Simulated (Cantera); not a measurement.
Charge: 1 mol toluene, 0.018 mol NH3, 2.2 mol H2, at 2200 K and 40.0 Pa.

Method: chemical equilibrium by Gibbs-energy minimisation in Cantera with the NASA 1993 tables (ideal gas, pure condensed phases). Candidate condensed phases: C, C6H6, C7H8, C8H18; 92 gas species. Kinetics and transport are ignored.

Base state: H2 0.752, H 0.244, C2H2 (acetylene) 0.00193, N2 0.000851, HCN 0.000762, HNC 6.02e-5, C2H 2.17e-5 (mole fractions); condensed: C(graphite).

**Question.** What changes in the equilibrium state with this change: pressure from 40.0 Pa to 76.0 bar?

**Answer.** 
| species | before | after |
|---|---|---|
| H2 | 0.752 | 0.975 |
| CH4 | 5.95e-8 | 0.0190 |
| C2H2 (acetylene) | 0.00193 | 0.00250 |
| H | 0.244 | 0.000638 |
| C2H4 | 1.42e-9 | 0.000452 |
| NH3 | <1e-9 | 3.36e-5 |
| CH3 | 3.70e-7 | 0.000238 |
| C2H | 2.17e-5 | 5.66e-8 |
| C(graphite), mol | 6.97 | 6.84 |
The ideal-gas law is rough above about 30 bar.
